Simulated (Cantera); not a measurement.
An isothermal, constant-pressure homogeneous reactor starts with 11.0 % NH3, 89.0 % H2, at 1675 K and 0.240 bar.

Cantera simulation using the gas-phase N/H chemistry of the illustrative SiF4/NH3 mechanism in the Surface Chemkin manual (1991); the numbers are that mechanism's predictions, not measurements. Walls and surfaces, which speed up NH3 decomposition in real reactors, are not modelled.

Question: Predict: x(NH3) at 4.00 s; x(H2) at 4.00 s; x(N2H2) at 4.00 s; x(N2) at 4.00 s; x(NH) at 4.00 s; x(H) at 4.00 s; x(NH2) at 4.00 s.

Answer: 
| Property | Result |
|---|---|
| x(NH3) at 4.00 s | 0.0869 (gas-phase equilibrium 1.89e-6) |
| x(H2) at 4.00 s | 0.903 (gas-phase equilibrium 0.950) |
| x(N2H2) at 4.00 s | 3.62e-8 (gas-phase equilibrium <1e-12) |
| x(N2) at 4.00 s | 0.0103 (gas-phase equilibrium 0.0495) |
| x(NH) at 4.00 s | 3.48e-7 (gas-phase equilibrium 1.76e-11) |
| x(H) at 4.00 s | 0.000145 (gas-phase equilibrium 0.000233) |
| x(NH2) at 4.00 s | 3.49e-5 (gas-phase equilibrium 1.16e-9) |
